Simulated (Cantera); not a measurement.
A perfectly stirred reactor is fed with NH3 : H2 = 1 : 0.21 (molar parts), at 1.00 bar; it is held at 1598 K, and followed from long to short residence time.

Cantera simulation using the gas-phase N/H chemistry of the illustrative SiF4/NH3 mechanism in the Surface Chemkin manual (1991); the numbers are that mechanism's predictions, not measurements. Walls and surfaces, which speed up NH3 decomposition in real reactors, are not modelled.

Task: What does this change do: pressure from 1.00 bar to 0.0133 bar?

Result: 
| quantity | before | after |
|---|---|---|
| x(NH3) at τ = 1.00 s | 0.716 | 0.820 |
| x(H2) at τ = 1.00 s | 0.253 | 0.178 |
| x(N) at τ = 1.00 s | 4.86e-9 | 2.26e-8 |
| x(NH) at τ = 1.00 s | 2.40e-7 | 7.60e-7 |
| x(N2) at τ = 1.00 s | 0.0301 | 0.00178 |
| x(NH3) at τ = 49.0 ms | 0.820 | 0.826 |
| x(H2) at τ = 49.0 ms | 0.178 | 0.174 |
| x(N) at τ = 49.0 ms | 4.58e-9 | 6.32e-10 |
| x(NH) at τ = 49.0 ms | 2.48e-7 | 6.43e-8 |
| x(N2) at τ = 49.0 ms | 0.00176 | 5.09e-6 |
